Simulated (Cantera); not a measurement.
A perfectly stirred reactor is fed with NO : N₂ = 1 : 0.13 (molar parts), at 0.180 bar; it is held at 2198 K, and followed from long to short residence time.

Detailed kinetics in Cantera: GRI-Mech 3.0 (53 species, 325 reactions).

x: mole fraction; the columns are a selection and need not sum to one.

```
τ (s)      x NO     x N₂O      x O₂     x NO₂   x N₂
-------  ------  --------  --------  --------  -----
3.6      0.0805   2.22e-6     0.399         ?  0.516
0.99      0.183   1.09e-5     0.348         ?  0.465
0.27      0.413   5.81e-5     0.234  0.000235  0.350
0.074     0.697  0.000186    0.0924         ?  0.208
0.020     0.835  0.000290    0.0236         ?  0.139
0.0056    0.872  0.000310   0.00553         ?  0.121
0.0015    0.882  0.000262  0.000934         ?  0.116
0.00042   0.884  0.000155   8.48e-5         ?  0.115
```

Question: What belongs in the gaps?

Answer: 
- 3.6, x NO₂: 6.00e-5
- 0.99, x NO₂: 0.000127
- 0.074, x NO₂: 0.000254
- 0.020, x NO₂: 0.000177
- 0.0056, x NO₂: 0.000127
- 0.0015, x NO₂: 8.64e-5
- 0.00042, x NO₂: 3.47e-5
